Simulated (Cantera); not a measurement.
## Equilibrium for carbon deposition, reforming and gasification: C₃H₈ + NH₃ + H₂

Input: 1 mol C₃H₈, 1.5 mol NH₃, 0.55 mol H₂, equilibrated at 1675 °C.

Equilibrium computed with Cantera from the NASA thermochemical tables; the gas is ideal and each condensed phase is pure. Candidate condensed phases: C, C₆H₆, C₇H₈, C₈H₁₈; 92 gas species. The ideal-gas law is rough above about 30 bar. Rates play no part.

```tsv
P (Pa)	log p H₂	log p H	log p N₂	log p CH₄	log p HCN	log p NH₃	log p C₂H₂ (acetylene)	log p C₂H₄	n C(graphite)
10	-4.10	-4.99	-5.03	-11.50	-6.49	-13.32	-7.36	-13.50	2.97
56	-3.32	-4.61	-4.27	-9.95	-5.72	-11.77	-6.59	-11.95	2.97
320	-2.55	-4.22	-3.51	-8.41	-4.95	-10.24	-5.82	-10.41	2.96
1800	-1.79	-3.84	-2.76	-6.90	-4.20	-8.73	-5.06	-8.90	2.96
10000	-1.05	-3.47	-2.01	-5.41	-3.45	-7.24	-4.32	-7.41	2.96
56000	-0.30	-3.10	-1.26	-3.91	-2.70	-5.74	-3.57	-5.91	2.96
320000	0.46	-2.72	-0.51	-2.40	-1.95	-4.22	-2.81	-4.40	2.95
1800000	1.20	-2.34	0.25	-0.90	-1.20	-2.73	-2.06	-2.90	2.91
10000000	1.93	-1.98	1.00	0.56	-0.45	-1.26	-1.34	-1.44	2.70
```
log p: log10 of the partial pressure in bar; n: condensed amount in mol.

From 10.0 Pa to 100 bar the condensed part is C(graphite). The main C-bearing gas is HCN at 10.0 Pa and CH₄ at 100 bar. The share of C in condensed phases is highest at 10.0 Pa (98.9 %) and lowest at 100 bar (89.9 %).
